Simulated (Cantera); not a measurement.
Input: 1 mol Al(CH3)3, a varied amount of N2, equilibrated at 1073.15 K and 33.8 Torr.

Equilibrium computed with Cantera from the NASA thermochemical tables; the gas is ideal and each condensed phase is pure. Candidate condensed phases: Al, AlN, C, C6H6, C7H8, C8H18; 97 gas species. The feed counts by its element totals alone. The numbers say what is thermodynamically allowed, not how fast it happens.

### Question
At 9 mol N2, list the 3 most abundant gas species with their mole fractions, and the condensed phases.

### Answer
N2 0.654, H2 0.346, CH4 0.000247. Condensed: AlN(s) + C(graphite).
